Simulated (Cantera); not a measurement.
Feed: 1 mol CuF2, 0.46 mol H2.

Cantera equilibrium calculation (NASA polynomials, part measured and part estimated; ideal gas, pure solids and liquids). Candidate condensed phases: Cu, CuF2; 15 gas species. Each liquid is taken as pure. Mutual solubility and eutectic melting of coexisting phases are not modelled. The numbers say what is thermodynamically allowed, not how fast it happens.

Stable condensed phases, one row left out:

```
T in °C \ P in Pa
           0.10      1     10    100   1000  10000 100000
   1602       A      A      A      A      A      A      B
   1502       A      A      A      A      A      A      B
   1402       A      A      A      A      A      A      B
   1302       A      A      A      A      A      B      C
   1102       A      A      A      A      B      C      C
   1002       A      A      A      A      B      C      C
    902       A      A      A      B      C      C      C
    802       A      A      B      C      C      C      C
    702       A      B      C      C      C      C      C
    602       C      C      C      C      C      C      C
    502       C      C      C      C      C      C      C
    402       C      C      C      C      C      C      C
```

A: gas only; B: Cu; C: Cu + CuF2.

Give the row for 1202 °C.

0.10: gas only; 1: gas only; 10: gas only; 100: gas only; 1000: gas only; 10000: Cu; 100000: Cu + CuF2.
